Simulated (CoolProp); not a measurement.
Saturation properties of R236FA.

Values from CoolProp's reference Helmholtz-energy equation of state, Pan 2012.

```json
[
 {"T (°C)": "44.05", "p (MPa)": "0.4920", "enthalpy of vaporisation (kJ/kg)": "133.8", "liquid cp (kJ/(kg K))": "1.285", "liquid viscosity (µPa s)": "226"},
 {"T (°C)": "49.95", "p (MPa)": "0.5819", "enthalpy of vaporisation (kJ/kg)": "129.9", "liquid cp (kJ/(kg K))": "1.303", "liquid viscosity (µPa s)": "210"},
 {"T (°C)": "55.85", "p (MPa)": "0.6837", "enthalpy of vaporisation (kJ/kg)": "125.7", "liquid cp (kJ/(kg K))": "1.324", "liquid viscosity (µPa s)": "195"},
 {"T (°C)": "61.75", "p (MPa)": "0.7985", "enthalpy of vaporisation (kJ/kg)": "121.4", "liquid cp (kJ/(kg K))": "1.347", "liquid viscosity (µPa s)": "181"},
 {"T (°C)": "67.65", "p (MPa)": "0.9272", "enthalpy of vaporisation (kJ/kg)": "116.8", "liquid cp (kJ/(kg K))": "1.374", "liquid viscosity (µPa s)": "168"},
 {"T (°C)": "73.55", "p (MPa)": "1.071", "enthalpy of vaporisation (kJ/kg)": "111.8", "liquid cp (kJ/(kg K))": "1.406", "liquid viscosity (µPa s)": "155"},
 {"T (°C)": "79.45", "p (MPa)": "1.231", "enthalpy of vaporisation (kJ/kg)": "106.5", "liquid cp (kJ/(kg K))": "1.444", "liquid viscosity (µPa s)": "143"},
 {"T (°C)": "85.35", "p (MPa)": "1.409", "enthalpy of vaporisation (kJ/kg)": "100.7", "liquid cp (kJ/(kg K))": "1.492", "liquid viscosity (µPa s)": "132"},
 {"T (°C)": "91.25", "p (MPa)": "1.606", "enthalpy of vaporisation (kJ/kg)": "94.39", "liquid cp (kJ/(kg K))": "1.553", "liquid viscosity (µPa s)": "121"},
 {"T (°C)": "97.15", "p (MPa)": "1.823", "enthalpy of vaporisation (kJ/kg)": "87.34", "liquid cp (kJ/(kg K))": "1.638", "liquid viscosity (µPa s)": "110"},
 {"T (°C)": "103.05", "p (MPa)": "2.063", "enthalpy of vaporisation (kJ/kg)": "79.30", "liquid cp (kJ/(kg K))": "1.764", "liquid viscosity (µPa s)": "98.8"},
 {"T (°C)": "108.95", "p (MPa)": "2.327", "enthalpy of vaporisation (kJ/kg)": "69.83", "liquid cp (kJ/(kg K))": "1.977", "liquid viscosity (µPa s)": "87.6"},
 {"T (°C)": "114.85", "p (MPa)": "2.618", "enthalpy of vaporisation (kJ/kg)": "57.97", "liquid cp (kJ/(kg K))": "2.431", "liquid viscosity (µPa s)": "75.7"}
]
```

It boils at -1.5 °C under 1 atm.

Viscosity comes from a separate model (Huber 2003), an estimate that may be off by 10 % or more.
